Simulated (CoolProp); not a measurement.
Properties of C2F6 (R116) along the isotherm -23.55 °C (Tc = 19.9 °C, pc = 3048 kPa, ω = 0.257).

Values from CoolProp's reference Helmholtz-energy equation of state, Lemmon 2006. It is a short technical equation, of lower accuracy than the large ones.

```
p (kPa)   phase        Z  cp (kJ/(kg K))  speed of sound (m/s)  viscosity (µPa s)
-------  ------  -------  --------------  --------------------  -----------------
190         gas   0.9634          0.7077                 124.5               11.8
381         gas   0.9238          0.7300                 120.3               11.7
571         gas   0.8809          0.7592                 115.6               11.7
762         gas   0.8328          0.8005                 110.2               11.7
1140     liquid  0.05732           1.149                 327.8                168
1330     liquid  0.06673           1.144                 330.7                170
1520     liquid  0.07610           1.139                 333.5                171
```

Viscosity comes from a separate model (Huber 2003), an estimate that may be off by 10 % or more.
